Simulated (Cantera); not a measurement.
Cantera run, input and output.

```python
import numpy as np
import cantera as ct

gas = ct.Solution("gri30.yaml")


def delay(T, t_max=10):
    gas.TPX = T, 1000000, {'CH4': 1, 'CO': 0.1, 'O2': 3.73, 'N2': 14}
    reactor = ct.IdealGasConstPressureReactor(gas, clone=False)
    net = ct.ReactorNet([reactor])
    net.rtol, net.atol = 1e-8, 1e-16
    while net.time < t_max:
        t_old, T_old = net.time, reactor.T
        net.step()
        if reactor.T > T + 400:  # ignition: a rise of 400 K
            return t_old + (T + 400 - T_old) / (reactor.T - T_old) * (net.time - t_old)
    return np.nan


taus = []
for T in [1100, 1150, 1200, 1250, 1300, 1350, 1400, 1450, 1500]:
    taus.append(delay(T))
    print(f"T0 = {T:6g} K   tau = {taus[-1]:.4e} s")
```

Output:

```
T0 =   1100 K   tau = 1.6012e-02 s
T0 =   1150 K   tau = 7.7219e-03 s
T0 =   1200 K   tau = 3.9486e-03 s
T0 =   1250 K   tau = 2.1144e-03 s
T0 =   1300 K   tau = 1.1758e-03 s
T0 =   1350 K   tau = 6.7563e-04 s
T0 =   1400 K   tau = 3.9987e-04 s
T0 =   1450 K   tau = 2.4326e-04 s
T0 =   1500 K   tau = 1.5191e-04 s
```

Cantera simulation using GRI-Mech 3.0 (53 species, 325 reactions); the numbers are that mechanism's predictions, not measurements.
